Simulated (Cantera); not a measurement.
**Carbon deposition, reforming and gasification: C + CO2 + H2**

Feed: 1 mol C, 0.043 mol CO2, 0.86 mol H2, held at 45.0 Pa.

Equilibrium computed with Cantera from the NASA thermochemical tables; the gas is ideal and each condensed phase is pure. Candidate condensed phases: C, C6H6, C7H8, C8H18, H2O; 110 gas species. Kinetics and transport are ignored.

```
T (K)  log p H2  log p CO  log p H  log p H2O  log p CO2  n C(graphite)
-----  --------  --------  -------  ---------  ---------  -------------
748       -3.39     -4.42   -14.23      -5.82      -6.06          0.961
848       -3.39     -4.39   -12.41      -6.91      -7.42          0.957
948       -3.39     -4.39   -10.97      -7.79      -8.53          0.957
1048      -3.39     -4.39    -9.81      -8.50      -9.43          0.957
1148      -3.39     -4.39    -8.84      -9.09     -10.17          0.957
1248      -3.39     -4.39    -8.02      -9.59     -10.78          0.957
1348      -3.39     -4.39    -7.33     -10.01     -11.30          0.957
1448      -3.39     -4.39    -6.73     -10.37     -11.75          0.957
1548      -3.39     -4.39    -6.21     -10.69     -12.13          0.957
1648      -3.39     -4.39    -5.75     -10.97     -12.47          0.957
1748      -3.39     -4.39    -5.34     -11.21     -12.77          0.957
```
log p: log10 of the partial pressure in bar; n: condensed amount in mol.

From 748 K to 1748 K the condensed part is C(graphite). The main C-bearing gas is CO throughout.
